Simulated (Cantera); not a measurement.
What does this Cantera script print?

```python
import numpy as np
import cantera as ct

gas_names = [...]  # 116 gases of nasa_gas.yaml made of C, H, Mg, O
cond_names = """
    C(gr) C6H6(L) C7H8(L) C8H18(L),n-octa H2O(s) H2O(L) Mg(cr) Mg(L) MgCO3(s) MgO(s) MgO(L) MgO2H2(s)
""".split()


# ... load() reads the species with a 1 bar reference pressure and builds the phases ...
atoms = {
    'MgCO3': {'Mg': 1, 'C': 1, 'O': 3},
    'H2': {'H': 2},
}
top_T = {'C(gr)': 4500}  # K; cautious upper limits of use, not melting points


# ... equilibrate(T, P, feed) seeds the gas with the atoms and calls Mixture.equilibrate('TP', solver="vcs", rtol=1e-11, max_steps=5000) ...
results = []
T = 1750  # K
P = 101325  # Pa
for m in [0.056, 0.079, 0.11, 0.16, 0.23, 0.32, 0.45, 0.64, 0.91, 1.3, 1.8, 2.6, 3.7]:
    feed = {'MgCO3': 1, 'H2': m}  # mol
    mix = equilibrate(T, P, feed)
    results.append((T, P, feed, dict(zip(mix.species_names, mix.species_moles))))
    x = sorted(zip(gas.X, gas.species_names), reverse=True)
    print(f"T = {T:g} K  P = {P:g} Pa  n(H2) = {m:g} mol  gas = {mix.phase_moles(0):.4g} mol")
    print("   x: " + "  ".join(f"{s} {v:.3e}" for v, s in x if v > 1e-06))
    print("   condensed (mol): " + ("  ".join(f"{mix.phase(i).name} {mix.phase_moles(i):.4g}"
          for i in range(1, mix.n_phases) if mix.phase_moles(i) > 1e-12) or "none"))
```

Output:

```
T = 1750 K  P = 101325 Pa  n(H2) = 0.056 mol  gas = 1.056 mol
   x: CO2 8.947e-01  CO 5.221e-02  H2O 5.217e-02  H2 8.409e-04  OH 2.437e-05  H 6.700e-06  O2 4.229e-06
   condensed (mol): MgO(s) 1
T = 1750 K  P = 101325 Pa  n(H2) = 0.079 mol  gas = 1.079 mol
   x: CO2 8.552e-01  CO 7.157e-02  H2O 7.154e-02  H2 1.654e-03  OH 2.383e-05  H 9.396e-06  O2 2.055e-06
   condensed (mol): MgO(s) 1
T = 1750 K  P = 101325 Pa  n(H2) = 0.11 mol  gas = 1.11 mol
   x: CO2 8.049e-01  CO 9.595e-02  H2O 9.592e-02  H2 3.158e-03  OH 2.312e-05  H 1.298e-05  O2 1.013e-06
   condensed (mol): MgO(s) 1
T = 1750 K  P = 101325 Pa  n(H2) = 0.16 mol  gas = 1.16 mol
   x: CO2 7.306e-01  CO 1.314e-01  H2O 1.314e-01  H2 6.527e-03  OH 2.203e-05  H 1.867e-05
   condensed (mol): MgO(s) 1
T = 1750 K  P = 101325 Pa  n(H2) = 0.23 mol  gas = 1.23 mol
   x: CO2 6.391e-01  CO 1.739e-01  H2O 1.739e-01  H2 1.307e-02  H 2.642e-05  OH 2.060e-05
   condensed (mol): MgO(s) 1
T = 1750 K  P = 101325 Pa  n(H2) = 0.32 mol  gas = 1.32 mol
   x: CO2 5.395e-01  CO 2.181e-01  H2O 2.180e-01  H2 2.434e-02  H 3.605e-05  OH 1.893e-05
   condensed (mol): MgO(s) 1
T = 1750 K  P = 101325 Pa  n(H2) = 0.45 mol  gas = 1.45 mol
   x: CO2 4.249e-01  CO 2.648e-01  H2O 2.647e-01  H2 4.557e-02  H 4.932e-05  OH 1.680e-05  MgO2H2 1.047e-06
   condensed (mol): MgO(s) 1
T = 1750 K  P = 101325 Pa  n(H2) = 0.64 mol  gas = 1.64 mol
   x: CO 3.055e-01  H2O 3.055e-01  CO2 3.042e-01  H2 8.472e-02  H 6.725e-05  OH 1.422e-05  MgO2H2 1.208e-06
   condensed (mol): MgO(s) 1
T = 1750 K  P = 101325 Pa  n(H2) = 0.91 mol  gas = 1.91 mol
   x: CO 3.267e-01  H2O 3.266e-01  CO2 1.969e-01  H2 1.497e-01  H 8.940e-05  OH 1.144e-05  MgO2H2 1.292e-06
   condensed (mol): MgO(s) 1
T = 1750 K  P = 101325 Pa  n(H2) = 1.3 mol  gas = 2.3 mol
   x: CO 3.197e-01  H2O 3.197e-01  H2 2.454e-01  CO2 1.150e-01  H 1.145e-04  OH 8.742e-06  MgO2H2 1.264e-06
   condensed (mol): MgO(s) 1
T = 1750 K  P = 101325 Pa  n(H2) = 1.8 mol  gas = 2.8 mol
   x: H2 3.520e-01  CO 2.908e-01  H2O 2.908e-01  CO2 6.635e-02  H 1.371e-04  OH 6.639e-06  MgO2H2 1.150e-06
   condensed (mol): MgO(s) 1
T = 1750 K  P = 101325 Pa  n(H2) = 2.6 mol  gas = 3.6 mol
   x: H2 4.786e-01  CO 2.435e-01  H2O 2.435e-01  CO2 3.423e-02  H 1.598e-04  OH 4.769e-06
   condensed (mol): MgO(s) 1
T = 1750 K  P = 101325 Pa  n(H2) = 3.7 mol  gas = 4.7 mol
   x: H2 5.921e-01  CO 1.950e-01  H2O 1.950e-01  CO2 1.774e-02  H 1.778e-04  OH 3.433e-06
   condensed (mol): MgO(s) 1
```

Equilibrium computed with Cantera from the NASA thermochemical tables; the gas is ideal and each condensed phase is pure.
